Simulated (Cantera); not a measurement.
Feed: 1 mol HMDSO, 0.24 mol O2, 0.82 mol H2, equilibrated at 16.0 Pa.

These are equilibrium values from Cantera (NASA tables, ideal gas, pure condensed phases), not measurements of a reactor. Candidate condensed phases: C, C6H6, C7H8, C8H18, H2O, Si, SiC, SiO2; 123 gas species. The feed counts by its element totals alone. Mutual solubility and eutectic melting of coexisting phases are not modelled. The tables hold silica as quartz up to 1696 K and as liquid above; real silica turns to tridymite and cristobalite and melts near 1996 K. Kinetics and transport are ignored.

**Question.** Which condensed phases are stable at each of these points (T (K)): 748, 848, 948, 1048, 1148, 1248, 1348, 1448, 1548, 1648, 1748, 1848, 1948?

**Answer.** 
```json
[
 {"T (K)": "748", "condensed phases": "C(graphite) + SiC(s) + SiO2(α-quartz)", "Si condensed (%)": "100.0"},
 {"T (K)": "848", "condensed phases": "C(graphite) + SiC(s) + SiO2(β-quartz)", "Si condensed (%)": "100.0"},
 {"T (K)": "948", "condensed phases": "C(graphite) + SiC(s) + SiO2(β-quartz)", "Si condensed (%)": "100.0"},
 {"T (K)": "1048", "condensed phases": "C(graphite) + SiC(s) + SiO2(β-quartz)", "Si condensed (%)": "100.0"},
 {"T (K)": "1148", "condensed phases": "C(graphite) + SiC(s) + SiO2(β-quartz)", "Si condensed (%)": "100.0"},
 {"T (K)": "1248", "condensed phases": "C(graphite) + SiC(s)", "Si condensed (%)": "100.0"},
 {"T (K)": "1348", "condensed phases": "C(graphite) + SiC(s)", "Si condensed (%)": "99.9"},
 {"T (K)": "1448", "condensed phases": "C(graphite) + SiC(s)", "Si condensed (%)": "99.9"},
 {"T (K)": "1548", "condensed phases": "C(graphite) + SiC(s)", "Si condensed (%)": "99.8"},
 {"T (K)": "1648", "condensed phases": "C(graphite) + SiC(s)", "Si condensed (%)": "99.7"},
 {"T (K)": "1748", "condensed phases": "C(graphite) + SiC(s)", "Si condensed (%)": "99.5"},
 {"T (K)": "1848", "condensed phases": "C(graphite) + SiC(s)", "Si condensed (%)": "98.8"},
 {"T (K)": "1948", "condensed phases": "C(graphite) + SiC(s)", "Si condensed (%)": "95.2"}
]
```

At 748 K the condensed part is C(graphite) + SiC(s) + SiO2(α-quartz). From 848 K to 1148 K the condensed part is C(graphite) + SiC(s) + SiO2(β-quartz). From 1248 K to 1948 K the condensed part is C(graphite) + SiC(s).
